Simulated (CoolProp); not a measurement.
Octamethylcyclotetrasiloxane (D4) along the isobar 18.9 bar: fugacity coefficient from the reference equation and from simpler models built on Tc = 586.5 K, pc = 13.47 bar, ω = 0.598; each cubic takes its own stable root.

The numbers come from the reference Helmholtz-energy equation of state, Thol 2015 in CoolProp.

| T (K) | phase | reference |
|---|---|---|
| 495.2 | liquid | 0.1539 |
| 505.6 | liquid | 0.1833 |
| 516 | liquid | 0.2158 |
| 526.4 | liquid | 0.2513 |
| 536.8 | liquid | 0.2895 |
| 547.2 | liquid | 0.3302 |
| 557.6 | liquid | 0.3731 |
| 568 | liquid | 0.4176 |
| 578.4 | liquid | 0.4632 |
| 588.8 | supercritical | 0.5090 |
| 599.2 | supercritical | 0.5536 |
| 609.6 | supercritical | 0.5939 |
| 620 | supercritical | 0.6273 |

How far does each simpler model (Redlich-Kwong, Soave-Redlich-Kwong, Peng-Robinson) lie from the reference over these 13 states: mean and median of the absolute difference, and the worst?


- Redlich-Kwong: mean 20.5 %, median 15.0 %, worst +58.9 % at 495.2 K and 18.9 bar
- Soave-Redlich-Kwong: mean 4.0 %, median 4.2 %, worst +4.6 % at 547.2 K and 18.9 bar
- Peng-Robinson: mean 0.5 %, median 0.2 %, worst -1.6 % at 620 K and 18.9 bar
